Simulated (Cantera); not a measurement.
What does this Cantera script print?

```python
import numpy as np
import cantera as ct

gas_names = """
    H HO2 H2 H2O H2O2 O OH O2 O3 Si SiH SiH2 SiH3 SiH4 SiO SiO2 Si2 Si3
""".split()
cond_names = """
    H2O(s) H2O(L) Si(cr) Si(L) SiO2(Lqz) SiO2(hqz) SiO2(L)
""".split()


# ... load() reads the species with a 1 bar reference pressure and builds the phases ...
atoms = {
    'Si': {'Si': 1},
    'H2O': {'H': 2, 'O': 1},
    'H2': {'H': 2},
}
top_T = {}  # K; cautious upper limits of use, not melting points


# ... equilibrate(T, P, feed) seeds the gas with the atoms and calls Mixture.equilibrate('TP', solver="vcs", rtol=1e-11, max_steps=5000) ...
results = []
feed = {'Si': 1, 'H2O': 0.16, 'H2': 620}  # mol
T = 1150  # K
P = 510000  # Pa
mix = equilibrate(T, P, feed)
results.append((T, P, feed, dict(zip(mix.species_names, mix.species_moles))))
x = sorted(zip(gas.X, gas.species_names), reverse=True)
print(f"T = {T:g} K  P = {P:g} Pa  gas = {mix.phase_moles(0):.4g} mol")
print("   x: " + "  ".join(f"{s} {v:.3e}" for v, s in x if v > 1e-06))
print("   condensed (mol): " + ("  ".join(f"{mix.phase(i).name} {mix.phase_moles(i):.4g}"
      for i in range(1, mix.n_phases) if mix.phase_moles(i) > 1e-12) or "none"))
```

Result:

```
T = 1150 K  P = 510000 Pa  gas = 620.2 mol
   x: H2 1.000e+00  SiH4 3.001e-06
   condensed (mol): Si(cr) 0.9181  SiO2(hqz) 0.07999
```

Cantera equilibrium calculation (NASA polynomials, part measured and part estimated; ideal gas, pure solids and liquids). Mutual solubility and eutectic melting of coexisting phases are not modelled. The tables hold silica as quartz up to 1696 K and as liquid above; real silica turns to tridymite and cristobalite and melts near 1996 K.
